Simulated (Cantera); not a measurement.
Feed: 1 mol Si(CH3)4, 0.35 mol C2H2, 280 mol H2, equilibrated at 0.00270 bar.

These are equilibrium values from Cantera (NASA tables, ideal gas, pure condensed phases), not measurements of a reactor. Candidate condensed phases: C, C6H6, C7H8, C8H18, Si, SiC; 87 gas species. Gases not in the tables: Si2H6 and higher silanes. The numbers say what is thermodynamically allowed, not how fast it happens.

**Question.** Which condensed phases are stable at each of these points (T (K)): 1023, 1173, 1323, 1473, 1623, 1773, 1923, 2073, 2223, 2373?

**Answer.** 
| T (K) | condensed phases | Si condensed (%) |
|---|---|---|
| 1023 | C(graphite) + SiC(s) | 100.0 |
| 1173 | C(graphite) + SiC(s) | 100.0 |
| 1323 | C(graphite) + SiC(s) | 100.0 |
| 1473 | C(graphite) + SiC(s) | 100.0 |
| 1623 | C(graphite) + SiC(s) | 100.0 |
| 1773 | C(graphite) + SiC(s) | 99.5 |
| 1923 | C(graphite) + SiC(s) | 91.7 |
| 2073 | C(graphite) + SiC(s) | 9.8 |
| 2223 | C(graphite) | 0.0 |
| 2373 | C(graphite) | 0.0 |

From 1023 K to 2073 K the condensed part is C(graphite) + SiC(s). From 2223 K to 2373 K the condensed part is C(graphite).
